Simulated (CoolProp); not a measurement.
Vapour-liquid equilibrium of CHF3 (R23) (1) + R227EA (2) at 2.33 bar; x and y are mole fractions of (1).

Computed with CoolProp (multi-fluid Helmholtz-energy mixture model, Penoncello 2003 and Lemmon 2016; pair parameters Bell 2016).

| x | bubble temperature (K) | y at the bubble point | dew temperature at overall composition x (K) | liquid density (mol/L) |
|---|---|---|---|---|
| 0.05 | 266.3 | 0.365 | 276.6 | 9.110 |
| 0.2 | 241.0 | 0.819 | 272.1 | 10.46 |
| 0.35 | 227.3 | 0.927 | 266.9 | 11.75 |
| 0.5 | 219.6 | 0.962 | 260.8 | 13.12 |
| 0.65 | 214.8 | 0.979 | 253.3 | 14.68 |
| 0.8 | 211.2 | 0.989 | 242.7 | 16.54 |
| 0.95 | 208.0 | 0.997 | 222.6 | 18.85 |

No azeotrope shows between x = 0.05 and 0.95.

Pair parameters are fitted to limited data, so mixtures are less certain than the pure fluids. The gap from Raoult's law changes sign with composition, which may be real or a fault of the pair parameters; it wasn't checked against measurements.
